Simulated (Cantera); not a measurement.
A closed system holds: 1 mol B2H6, 0.54 mol N2, 0.56 mol H2O, at 1923.15 K and 10.0 Torr.

Method: chemical equilibrium by Gibbs-energy minimisation in Cantera with the NASA 1993 tables (ideal gas, pure condensed phases). Candidate condensed phases: B, BN, B2O3, B3O3H3, H2O; 39 gas species. The feed counts by its element totals alone. Mutual solubility and eutectic melting of coexisting phases are not modelled. The tables' values for BH2 are old estimates; treat these amounts as uncertain. The numbers say what is thermodynamically allowed, not how fast it happens.

Base state: H2 0.871, HBO 0.0822, B2O2 0.0238, BO 0.0113, H 0.00762, N2 0.00268, B2O3 0.000727, HBO2 0.000352 (mole fractions); condensed: B(s) + BN(s).

What changes in the equilibrium state with this change: B2H6 replaced by B?


| species | before | after |
|---|---|---|
| H2 | 0.871 | 0.442 |
| N2 | 0.00268 | 0.258 |
| HBO | 0.0822 | 0.116 |
| B2O2 | 0.0238 | 0.0928 |
| B2O3 | 0.000727 | 0.0548 |
| BO | 0.0113 | 0.0222 |
| BO2 | 3.21e-7 | 1.23e-5 |
| HBO2 | 0.000352 | 0.00958 |
| BH2 | 0.000257 | 1.33e-5 |
| B(s), mol | 0.384 | 0 |
| BN(s), mol | 1.06 | 0.511 |
